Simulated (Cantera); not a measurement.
# Stirred combustor or abatement burner

A perfectly stirred reactor is fed with 18.0 % CH₃OH, 14.2 % O₂, 67.7 % N₂, equivalence ratio 1.9, at 1.01 bar; it is adiabatic with a 700 K inlet, and is followed from long to short residence time, starting on the burning branch (τ in s: 0.33, 0.14, 0.058, 0.024, 0.01, 0.0043, 0.0018, 0.00075, 0.00032, 0.00013, 5.6e-05, 2.3e-05, 9.8e-06).

Model: GRI-Mech 3.0 (53 species, 325 reactions), integrated in Cantera. GRI-Mech 3.0 was tuned for natural gas; its chemistry of methanol as a main component is partial and can be far from experiment.

```json
[
 {"τ (s)": "0.33", "T (K)": "1889", "x CH₃OH": "1.15e-6", "x O₂": "2.37e-5", "x H₂": "0.106", "x H": "0.00134", "x NO₂": "2.54e-11"},
 {"τ (s)": "0.14", "T (K)": "1885", "x CH₃OH": "1.91e-6", "x O₂": "3.99e-5", "x H₂": "0.106", "x H": "0.00192", "x NO₂": "4.27e-11"},
 {"τ (s)": "0.058", "T (K)": "1879", "x CH₃OH": "3.30e-6", "x O₂": "6.96e-5", "x H₂": "0.105", "x H": "0.00271", "x NO₂": "7.25e-11"},
 {"τ (s)": "0.024", "T (K)": "1872", "x CH₃OH": "5.93e-6", "x O₂": "0.000125", "x H₂": "0.105", "x H": "0.00367", "x NO₂": "1.15e-10"},
 {"τ (s)": "0.010", "T (K)": "1864", "x CH₃OH": "1.12e-5", "x O₂": "0.000234", "x H₂": "0.105", "x H": "0.00472", "x NO₂": "1.63e-10"},
 {"τ (s)": "0.0043", "T (K)": "1854", "x CH₃OH": "2.19e-5", "x O₂": "0.000447", "x H₂": "0.104", "x H": "0.00565", "x NO₂": "2.06e-10"},
 {"τ (s)": "0.0018", "T (K)": "1843", "x CH₃OH": "4.72e-5", "x O₂": "0.000929", "x H₂": "0.104", "x H": "0.00633", "x NO₂": "2.52e-10"},
 {"τ (s)": "0.00075", "T (K)": "1826", "x CH₃OH": "0.000111", "x O₂": "0.00208", "x H₂": "0.103", "x H": "0.00659", "x NO₂": "3.31e-10"},
 {"τ (s)": "0.00032", "T (K)": "1788", "x CH₃OH": "0.000294", "x O₂": "0.00513", "x H₂": "0.102", "x H": "0.00605", "x NO₂": "5.75e-10"},
 {"τ (s)": "0.00013", "T (K)": "700", "x CH₃OH": "0.180", "x O₂": "0.142", "x H₂": "<1e-12", "x H": "<1e-12", "x NO₂": "<1e-12"},
 {"τ (s)": "5.6e-5", "T (K)": "700", "x CH₃OH": "0.180", "x O₂": "0.142", "x H₂": "<1e-12", "x H": "<1e-12", "x NO₂": "<1e-12"},
 {"τ (s)": "2.3e-5", "T (K)": "700", "x CH₃OH": "0.180", "x O₂": "0.142", "x H₂": "<1e-12", "x H": "<1e-12", "x NO₂": "<1e-12"},
 {"τ (s)": "9.8e-6", "T (K)": "700", "x CH₃OH": "0.180", "x O₂": "0.142", "x H₂": "<1e-12", "x H": "<1e-12", "x NO₂": "<1e-12"}
]
```
x: mole fraction; the columns are a selection and need not sum to one.
